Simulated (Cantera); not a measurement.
An adiabatic, constant-volume homogeneous reactor starts with 3.84 % CH₄, 20.2 % O₂, 76.0 % N₂, at 1423 K and 9.87 atm.

Cantera simulation using GRI-Mech 3.0 (53 species, 325 reactions); the numbers are that mechanism's predictions, not measurements.

Predict: time of steepest temperature rise; temperature at 0.300 s; equilibrium temperature; x(O₂) at 0.300 s; x(O) at 0.300 s; x(H₂O₂) at 0.300 s; x(HO₂) at 0.300 s.


```
Quantity                                                              Result
---------------------------------  -----------------------------------------
time of steepest temperature rise                                   0.266 ms
temperature at 0.300 s                                                2388 K
equilibrium temperature                                               2388 K
x(O₂) at 0.300 s                         0.117 (gas-phase equilibrium 0.117)
x(O) at 0.300 s                    0.000682 (gas-phase equilibrium 0.000682)
x(H₂O₂) at 0.300 s                   5.73e-7 (gas-phase equilibrium 5.73e-7)
x(HO₂) at 0.300 s                    1.19e-5 (gas-phase equilibrium 1.19e-5)
```
